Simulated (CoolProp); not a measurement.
Vapour pressure (MPa) of cyclopentane: the reference equation beside estimates from Tc = 511.7 K, pc = 4.583 MPa, ω = 0.202. Clausius-Clapeyron is anchored at 430.3 K with a constant enthalpy of vaporisation of 19.93 kJ/mol.

Values from CoolProp's reference Helmholtz-energy equation of state, Gedanitz 2015.

| T (K) | reference | Lee-Kesler | Clausius-Clapeyron | van der Waals | Redlich-Kwong | Peng-Robinson |
|---|---|---|---|---|---|---|
| 398.9 | 0.7343 | 0.7416 | 0.8587 | 1.557 | 0.9346 | 0.7359 |
| 406.7 | 0.8588 | 0.8680 | 0.9636 | 1.704 | 1.076 | 0.8620 |
| 414.6 | 1.000 | 1.011 | 1.078 | 1.862 | 1.233 | 1.005 |
| 422.4 | 1.156 | 1.169 | 1.200 | 2.027 | 1.402 | 1.164 |
| 430.3 | 1.331 | 1.347 | 1.331 | 2.204 | 1.590 | 1.342 |
| 438.2 | 1.526 | 1.543 | 1.472 | 2.389 | 1.794 | 1.541 |
| 446 | 1.737 | 1.757 | 1.620 | 2.581 | 2.012 | 1.757 |
| 453.9 | 1.973 | 1.995 | 1.778 | 2.786 | 2.250 | 1.998 |

Absolute difference from the reference over all 8 rows, mean and median: Lee-Kesler 1.1 and 1.1 %, Clausius-Clapeyron 7.6 and 7.3 %, van der Waals 73.0 and 70.5 %, Redlich-Kwong 20.5 and 20.4 %, Peng-Robinson 0.8 and 0.8 %.
